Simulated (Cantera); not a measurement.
What does this Cantera script print?

```python
import numpy as np
import cantera as ct

gas_names = """
    AL ALH ALN AL2 H H2 N NH NH2 NH3 N2 N2H2 N2H4
""".split()
cond_names = """
    AL(cr) AL(L) ALN(s)
""".split()


# ... load() reads the species with a 1 bar reference pressure and builds the phases ...
atoms = {
    'AlN': {'AL': 1, 'N': 1},
    'H2': {'H': 2},
}
top_T = {'ALN(s)': 2750}  # K; cautious upper limits of use, not melting points


# ... equilibrate(T, P, feed) seeds the gas with the atoms and calls Mixture.equilibrate('TP', solver="vcs", rtol=1e-11, max_steps=5000) ...
results = []
feed = {'AlN': 1, 'H2': 0.022}  # mol
T = 3000  # K
P = 360  # Pa
mix = equilibrate(T, P, feed)
results.append((T, P, feed, dict(zip(mix.species_names, mix.species_moles))))
x = sorted(zip(gas.X, gas.species_names), reverse=True)
print(f"T = {T:g} K  P = {P:g} Pa  gas = {mix.phase_moles(0):.4g} mol")
print("   x: " + "  ".join(f"{s} {v:.3e}" for v, s in x if v > 1e-06))
print("   condensed (mol): " + ("  ".join(f"{mix.phase(i).name} {mix.phase_moles(i):.4g}"
      for i in range(1, mix.n_phases) if mix.phase_moles(i) > 1e-12) or "none"))
```

It prints:

```
T = 3000 K  P = 360 Pa  gas = 1.544 mol
   x: AL 6.477e-01  N2 3.238e-01  H 2.824e-02  N 1.321e-04  H2 1.152e-04  ALH 2.700e-05  AL2 1.416e-05
   condensed (mol): none
```

These are equilibrium values from Cantera (NASA tables, ideal gas, pure condensed phases), not measurements of a reactor.
